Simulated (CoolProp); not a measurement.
Computed with CoolProp (reference Helmholtz-energy equation of state, Penoncello 2003).

**Question.** For CHF3 (R23), give the phase and the isothermal compressibility (1/MPa), fugacity coefficient at 316.2 K and 169 bar; 334 K and 169 bar.

**Answer.** 
- 316.2 K and 169 bar: supercritical; isothermal compressibility 0.0141, fugacity coefficient 0.337
- 334 K and 169 bar: supercritical; isothermal compressibility 0.0225, fugacity coefficient 0.415
